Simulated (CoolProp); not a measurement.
Saturation properties of C3F8 (R218) (Tc = 71.9 °C, pc = 2.640 MPa, ω = 0.317).

Model: reference Helmholtz-energy equation of state, Lemmon 2006, in CoolProp. It is a short technical equation, of lower accuracy than the large ones.

```tsv
T (°C)	p (MPa)	liquid cp (kJ/(kg K))	vapour Z	liquid conductivity (mW/(m K))
-66.35	0.02113	0.9140	0.9816	69.8
-56.65	0.03738	0.9330	0.9728	67.3
-46.95	0.06244	0.9529	0.9615	64.8
-37.35	0.09878	0.9738	0.9476	62.2
-27.65	0.1505	0.9963	0.9305	59.5
-17.95	0.2209	1.021	0.9099	56.9
-8.25	0.3141	1.047	0.8857	54.2
1.45	0.4344	1.077	0.8573	51.6
11.15	0.5862	1.112	0.8243	48.9
20.75	0.7723	1.154	0.7863	46.4
30.45	1.002	1.208	0.7413	43.9
40.15	1.280	1.285	0.6878	41.5
49.85	1.612	1.416	0.6221	39.2
```

It boils at -36.8 °C under 1 atm.

Thermal conductivity comes from a separate model (Huber 2003), an estimate that may be off by 10 % or more.
